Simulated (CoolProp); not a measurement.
R404A at several states: density (kg/m³) from the reference equation and from simpler models built on Tc = 72.1 °C, pc = 3735 kPa, ω = 0.293; each cubic takes its own stable root.

The numbers come from the reference Helmholtz-energy equation of state, Lemmon 2003 in CoolProp. It is a pseudo-pure fit of the blend.

| T (°C) | p (kPa) | phase | reference | van der Waals | Soave-Redlich-Kwong | Peng-Robinson |
|---|---|---|---|---|---|---|
| 47.75 | 715 | gas | 28.94 | 28.19 | 28.71 | 28.95 |
| 188.95 | 4850 | supercritical | 146.5 | 154.9 | 141.7 | 146.4 |
| 124.05 | 3840 | supercritical | 151.7 | 154.9 | 147.2 | 152.6 |
| 179.25 | 1200 | gas | 32.57 | 32.77 | 32.38 | 32.67 |
| 209.05 | 22.3 | gas | 0.5432 | 0.5433 | 0.5432 | 0.5433 |
